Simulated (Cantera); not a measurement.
**Oxide etching and cleaning by halides: B2O3 + BCl3 + O2**

Feed: 1 mol B2O3, 1.4 mol BCl3, 9.2 mol O2, held at 3100 Pa.

Cantera equilibrium calculation (NASA polynomials, part measured and part estimated; ideal gas, pure solids and liquids). Candidate condensed phases: B, B2O3; 18 gas species. The tables' values for BOCl are old estimates; treat these amounts as uncertain. Kinetics and transport are ignored.

From 1098 K to 1773 K the condensed part is B2O3(l). From 1848 K to 1923 K nothing is condensed.

```
T (K)   x O2     x Cl    x Cl2    x B2O3     x BO2    x BOCl  n B2O3(l)
-----  -----  -------  -------  --------  --------  --------  ---------
1098   0.794  0.00378    0.203   7.63e-9   8.63e-9   1.07e-7       1.70
1173   0.792  0.00898    0.199   1.20e-7   8.83e-8   8.63e-7       1.70
1248   0.787   0.0191    0.193   1.34e-6   6.79e-7   5.32e-6       1.70
1323   0.780   0.0368    0.183   1.12e-5   4.11e-6   2.62e-5       1.70
1398   0.769   0.0647    0.166   7.39e-5   2.04e-5  0.000106       1.70
1473   0.753    0.104    0.142  0.000399   8.53e-5  0.000357       1.69
1548   0.732    0.152    0.112   0.00181  0.000309   0.00102       1.67
1623   0.707    0.202   0.0798   0.00709  0.000986   0.00247       1.60
1698   0.675    0.242   0.0501    0.0245   0.00282   0.00514       1.36
1773   0.623    0.258   0.0267    0.0755   0.00731   0.00912      0.604
1848   0.587    0.264   0.0139     0.111    0.0127    0.0107          0
1923   0.580    0.274  0.00788     0.108    0.0176    0.0103          0
```
x: gas mole fraction; n: condensed amount in mol.
